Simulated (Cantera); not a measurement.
A Cantera script and its output.

```python
import numpy as np
import cantera as ct

gas = ct.Solution("gri30.yaml")
gas.TPX = 975, 440, {'H2': 0.05, 'O2': 1}
reactor = ct.IdealGasConstPressureReactor(gas, energy="off", clone=False)
net = ct.ReactorNet([reactor])
net.rtol, net.atol = 1e-08, 1e-18
show = ['H2', 'O2', 'H', 'O', 'H2O', 'HO2']
times = np.geomspace(1e-05, 2, 11)

steps = ct.SolutionArray(gas, extra=["t"])
rows = []
print(f"{'t/s':>10s}{'T/K':>9s}{'P/Pa':>11s}" + "".join(f"{s:>11s}" for s in show))
for t in times:
    while net.time < t:
        t_next = net.step()
        steps.append(gas.state, t=t_next)
    rows.append([np.interp(t, steps.t, y) for y in (steps.T, steps.P, *steps(*show).X.T)])
    print(f"{t:10.3e}{rows[-1][0]:9.1f}{rows[-1][1]:11.4g}" + "".join(f"{x:11.3e}" for x in rows[-1][2:]))
rate = np.gradient(steps.T, steps.t)
print("integrator steps:", len(steps.t))
if steps.T.max() > steps.T[0] + 200:
    print(f"time of steepest temperature rise: {steps.t[rate.argmax()]:.4e} s")
gas.TPX = 975, 440, {'H2': 0.05, 'O2': 1}
gas.equilibrate("TP")
print(f"equilibrium (TP): T = {gas.T:.1f} K  " + "  ".join(f"{s} {gas[s].X[0]:.3e}" for s in show))
```

Output:

```
       t/s      T/K       P/Pa         H2         O2          H          O        H2O        HO2
 1.000e-05    975.0        440  4.762e-02  9.524e-01  7.126e-13  7.384e-15  8.159e-17  7.200e-13
 3.389e-05    975.0        440  4.762e-02  9.524e-01  2.360e-12  8.280e-14  2.903e-15  2.441e-12
 1.149e-04    975.0        440  4.762e-02  9.524e-01  7.473e-12  8.945e-13  1.025e-13  8.276e-12
 3.893e-04    975.0        440  4.762e-02  9.524e-01  2.224e-11  8.827e-12  3.089e-12  2.808e-11
 1.320e-03    975.0        440  4.762e-02  9.524e-01  8.297e-11  8.605e-11  7.462e-11  9.560e-11
 4.472e-03    975.0        440  4.762e-02  9.524e-01  1.457e-09  2.230e-09  3.384e-09  3.412e-10
 1.516e-02    975.0        440  4.758e-02  9.524e-01  1.249e-05  1.951e-05  3.218e-05  1.680e-07
 5.137e-02    975.0        440  9.017e-04  9.263e-01  9.529e-03  2.038e-02  4.153e-02  2.438e-06
 1.741e-01    975.0        440  3.399e-04  9.407e-01  2.525e-03  9.124e-03  4.642e-02  2.051e-06
 5.901e-01    975.0        440  5.534e-05  9.495e-01  1.630e-04  1.518e-03  4.843e-02  1.118e-06
 2.000e+00    975.0        440  4.990e-06  9.510e-01  4.683e-06  1.433e-04  4.872e-02  3.167e-07
integrator steps: 1244
equilibrium (TP): T = 975.0 K  H2 3.089e-11  O2 9.512e-01  H 9.648e-14  O 1.068e-09  H2O 4.878e-02  HO2 3.451e-10
```

Cantera simulation using GRI-Mech 3.0 (53 species, 325 reactions); the numbers are that mechanism's predictions, not measurements. Radical loss at walls, strong at low pressure, is not modelled. The temperature is held fixed by assumption; the heat of reaction is taken as removed at once.
